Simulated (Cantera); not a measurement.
A closed system holds: 1 mol B2O3, 1 mol O2, 6.3 mol N2, at 45000 Pa.

Equilibrium computed with Cantera from the NASA thermochemical tables; the gas is ideal and each condensed phase is pure. Candidate condensed phases: B, BN, B2O3; 17 gas species. The numbers say what is thermodynamically allowed, not how fast it happens.

Task: At 1848 K, list the 4 most abundant gas species with their mole fractions, and the condensed phases.

Result: N2 0.847, O2 0.132, B2O3 0.0146, NO 0.00401. Condensed: B2O3(l).
